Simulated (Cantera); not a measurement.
A perfectly stirred reactor is fed with C2H6 : N2 = 1 : 15 (molar parts), at 100.0 Torr; it is held at 1400 K, and followed from long to short residence time.

Cantera simulation using GRI-Mech 3.0 (53 species, 325 reactions); the numbers are that mechanism's predictions, not measurements. GRI-Mech 3.0 stops at C3 and has no aromatics, soot or wall deposition, so with more carbon than oxygen in the feed, carbon stays in small species such as C2H2 where larger ones or solid carbon would form.

### Question
What does this change do: C2H6 1 to 2.1 parts?

### Answer
| quantity | before | after |
|---|---|---|
| x(C2H6) at τ = 21.0 s | 2.78e-5 | 4.49e-5 |
| x(CH3) at τ = 21.0 s | 2.44e-5 | 3.11e-5 |
| x(H) at τ = 21.0 s | 1.03e-5 | 1.21e-5 |
| x(C2H) at τ = 21.0 s | 5.25e-9 | 6.15e-9 |
| x(CH4) at τ = 21.0 s | 0.0112 | 0.0215 |
| x(C2H6) at τ = 0.190 s | 0.000955 | 0.00155 |
| x(CH3) at τ = 0.190 s | 0.000142 | 0.000179 |
| x(H) at τ = 0.190 s | 3.57e-5 | 4.10e-5 |
| x(C2H) at τ = 0.190 s | 1.78e-8 | 2.04e-8 |
| x(CH4) at τ = 0.190 s | 0.0155 | 0.0304 |

### Question
What does this change do: pressure from 100.0 Torr to 0.690 bar?

### Answer
```tsv
quantity	before	after
x(C2H6) at τ = 21.0 s	2.78e-5	2.33e-5
x(CH3) at τ = 21.0 s	2.44e-5	1.05e-5
x(H) at τ = 21.0 s	1.03e-5	2.51e-6
x(C2H) at τ = 21.0 s	5.25e-9	1.31e-9
x(CH4) at τ = 21.0 s	0.0112	0.0177
x(C2H6) at τ = 0.190 s	0.000955	0.000540
x(CH3) at τ = 0.190 s	0.000142	4.30e-5
x(H) at τ = 0.190 s	3.57e-5	1.22e-5
x(C2H) at τ = 0.190 s	1.78e-8	6.03e-9
x(CH4) at τ = 0.190 s	0.0155	0.0146
```
